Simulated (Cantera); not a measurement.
A Cantera script and its output.

```python
import numpy as np
import cantera as ct

gas = ct.Solution("gri30.yaml")
gas.TPX = 1325, 101325, {'CH4': 1, 'O2': 2.11, 'N2': 7.92}
reactor = ct.IdealGasConstPressureReactor(gas, energy="on", clone=False)
net = ct.ReactorNet([reactor])
net.rtol, net.atol = 1e-08, 1e-16
show = ['CH4', 'O2', 'CO2', 'OH', 'NO', 'CH2O']
times = np.geomspace(2e-06, 4, 10)

steps = ct.SolutionArray(gas, extra=["t"])
rows = []
print(f"{'t/s':>10s}{'T/K':>9s}{'P/Pa':>11s}" + "".join(f"{s:>11s}" for s in show))
for t in times:
    while net.time < t:
        t_next = net.step()
        steps.append(gas.state, t=t_next)
    rows.append([np.interp(t, steps.t, y) for y in (steps.T, steps.P, *steps(*show).X.T)])
    print(f"{t:10.3e}{rows[-1][0]:9.1f}{rows[-1][1]:11.4g}" + "".join(f"{x:11.3e}" for x in rows[-1][2:]))
rate = np.gradient(steps.T, steps.t)
print("integrator steps:", len(steps.t))
if steps.T.max() > steps.T[0] + 200:
    print(f"time of steepest temperature rise: {steps.t[rate.argmax()]:.4e} s")
gas.TPX = 1325, 101325, {'CH4': 1, 'O2': 2.11, 'N2': 7.92}
gas.equilibrate("HP")
print(f"equilibrium (HP): T = {gas.T:.1f} K  " + "  ".join(f"{s} {gas[s].X[0]:.3e}" for s in show))
```

Output:

```
       t/s      T/K       P/Pa        CH4         O2        CO2         OH         NO       CH2O
 2.000e-06   1325.0  1.013e+05  9.066e-02  1.913e-01  6.183e-17  1.159e-10  3.817e-20  3.472e-11
 1.003e-05   1325.0  1.013e+05  9.066e-02  1.913e-01  4.513e-15  2.267e-10  5.281e-19  9.545e-10
 5.026e-05   1325.0  1.013e+05  9.066e-02  1.913e-01  4.333e-13  8.666e-10  5.352e-18  2.654e-08
 2.520e-04   1325.0  1.013e+05  9.066e-02  1.913e-01  1.080e-10  6.600e-09  1.178e-16  1.012e-06
 1.263e-03   1325.3  1.013e+05  9.054e-02  1.912e-01  4.905e-08  5.151e-08  5.966e-15  5.477e-05
 6.333e-03   1344.0  1.013e+05  8.670e-02  1.885e-01  9.581e-06  7.149e-07  4.876e-13  1.237e-03
 3.175e-02   2654.8  1.013e+05  5.943e-16  2.186e-02  5.706e-02  1.598e-02  9.003e-03  1.552e-10
 1.592e-01   2654.8  1.013e+05  5.943e-16  2.186e-02  5.706e-02  1.598e-02  9.004e-03  1.552e-10
 7.979e-01   2654.8  1.013e+05  5.943e-16  2.186e-02  5.706e-02  1.598e-02  9.004e-03  1.552e-10
 4.000e+00   2654.8  1.013e+05  5.943e-16  2.186e-02  5.706e-02  1.598e-02  9.004e-03  1.552e-10
integrator steps: 2145
time of steepest temperature rise: 8.2413e-03 s
equilibrium (HP): T = 2654.8 K  CH4 7.883e-16  O2 2.186e-02  CO2 5.706e-02  OH 1.598e-02  NO 9.004e-03  CH2O 1.552e-10
```

Cantera simulation using GRI-Mech 3.0 (53 species, 325 reactions); the numbers are that mechanism's predictions, not measurements.
